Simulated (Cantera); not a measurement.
Charge: 1 mol BCl3, 0.086 mol H2O, 53 mol H2, equilibrated at 23.0 Pa.

Method: chemical equilibrium by Gibbs-energy minimisation in Cantera with the NASA 1993 tables (ideal gas, pure condensed phases). Candidate condensed phases: B, B2O3, B3O3H3, H2O; 33 gas species. Mutual solubility and eutectic melting of coexisting phases are not modelled. Gases not in the tables: BHCl2. Equilibrium is a limit: real reactors are often held back by kinetics, nucleation or transport.

**Question.** Which condensed phases are stable at each of these points (T (K)): 950, 1000, 1050, 1100, 1150, 1200, 1250, 1300, 1350, 1400, 1450, 1500, 1550?

**Answer.** 
```json
[
 {"T (K)": "950", "condensed phases": "B(s) + B2O3(l)", "B condensed (%)": "84.0"},
 {"T (K)": "1000", "condensed phases": "B(s) + B2O3(l)", "B condensed (%)": "89.9"},
 {"T (K)": "1050", "condensed phases": "B(s) + B2O3(l)", "B condensed (%)": "92.6"},
 {"T (K)": "1100", "condensed phases": "B(s) + B2O3(l)", "B condensed (%)": "92.1"},
 {"T (K)": "1150", "condensed phases": "B(s)", "B condensed (%)": "90.5"},
 {"T (K)": "1200", "condensed phases": "B(s)", "B condensed (%)": "90.8"},
 {"T (K)": "1250", "condensed phases": "B(s)", "B condensed (%)": "90.9"},
 {"T (K)": "1300", "condensed phases": "B(s)", "B condensed (%)": "90.9"},
 {"T (K)": "1350", "condensed phases": "B(s)", "B condensed (%)": "90.6"},
 {"T (K)": "1400", "condensed phases": "B(s)", "B condensed (%)": "90.0"},
 {"T (K)": "1450", "condensed phases": "B(s)", "B condensed (%)": "88.8"},
 {"T (K)": "1500", "condensed phases": "B(s)", "B condensed (%)": "86.6"},
 {"T (K)": "1550", "condensed phases": "B(s)", "B condensed (%)": "82.8"}
]
```

From 950 K to 1100 K the condensed part is B(s) + B2O3(l). From 1150 K to 1550 K the condensed part is B(s). The share of B in condensed phases is highest at 1050 K (92.6 %) and lowest at 1550 K (82.8 %).
